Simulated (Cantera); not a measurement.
Charge: 1 mol SiC, 1.1 mol N2O, 49 mol H2, equilibrated at 0.00750 Torr.

Method: chemical equilibrium by Gibbs-energy minimisation in Cantera with the NASA 1993 tables (ideal gas, pure condensed phases). Candidate condensed phases: C, C6H6, C7H8, C8H18, H2O, Si, SiC, SiO2, Si2N2O, Si3N4; 151 gas species. Mutual solubility and eutectic melting of coexisting phases are not modelled. The numbers say what is thermodynamically allowed, not how fast it happens.

What share of the Si ends up in condensed phases as a function of T (K), at 1173, 1323, 1473, 1623, 1773, 1923, 2073?


| T (K) | Si condensed (%) | as |
|---|---|---|
| 1173 | 99.7 | SiC(s) + Si2N2O(s) |
| 1323 | 45.0 | SiC(s) |
| 1473 | 44.8 | SiC(s) |
| 1623 | 37.6 | SiC(s) |
| 1773 | 0.0 | - |
| 1923 | 0.0 | - |
| 2073 | 0.0 | - |
